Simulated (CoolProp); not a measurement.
Vapour-liquid equilibrium of R1234ze(E) (1) + n-pentane (2) at 280.2 K; x and y are mole fractions of (1).

Values from CoolProp's multi-fluid Helmholtz-energy mixture model, Thol 2016 and Thol 2019; pair parameters Bell 2016.

| x | bubble pressure (kPa) | y at the bubble point | dew pressure at overall composition x (kPa) | liquid density (mol/L) |
|---|---|---|---|---|
| 0.05 | 67.62 | ? | 35.11 | 8.922 |
| 0.15 | ? | 0.755 | 39.11 | 9.059 |
| 0.25 | ? | 0.827 | 44.14 | 9.199 |
| 0.35 | 190.9 | 0.862 | 50.63 | 9.345 |
| 0.45 | 209.9 | 0.882 | 59.34 | 9.498 |
| 0.55 | 223.7 | 0.897 | 71.61 | 9.663 |
| 0.65 | 235.1 | 0.910 | 90.17 | 9.844 |
| 0.75 | 246.0 | 0.925 | 121.2 | 10.05 |
| 0.85 | 258.0 | 0.945 | 180.8 | ? |
| 0.95 | 271.5 | 0.977 | 260.6 | 10.54 |

Problem. Some entries are withheld; supply them.

Solution. 
- 0.05, y at the bubble point: 0.521
- 0.15, bubble pressure (kPa): 123.2
- 0.25, bubble pressure (kPa): 163.2
- 0.85, liquid density (mol/L): 10.28

No azeotrope shows between x = 0.05 and 0.95.

Pair parameters are fitted to limited data, so mixtures are less certain than the pure fluids. With so large a gap from Raoult's law the liquid may split in two, which this calculation doesn't test in full.
